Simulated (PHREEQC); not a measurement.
Solution (25 °C): 98 mmol/kgw ZnCl2, 0.071 mmol/kgw NaCl and 4.5 mmol/kgw FeSO4. Closed to the air; pH follows from the charge balance.

Equilibrium calculation in PHREEQC: ion-association model, phreeqc.dat.

```tsv
quantity	before	after
ionic strength (mol/kgw)	0.276	0.0590
Cl- (mol/kgw)	0.182	0.0383
Zn+2 (mol/kgw)	0.0835	0.0183
ZnCl+ (mol/kgw)	0.0109	0.000834
ZnCl2 (mol/kgw)	0.000934	2.14e-5
SI of Halite (NaCl)	-6.75	-8.02
```

Which change was made?
(A) NaCl from 7.1e-05 to 1.42e-05 mol/kgw
(B) FeSO4 left out
(C) temperature from 25 to 70 °C
(D) temperature from 25 to 75 °C
(E) diluted 5-fold with water

E, diluted 5-fold with water

No solid was allowed to form.
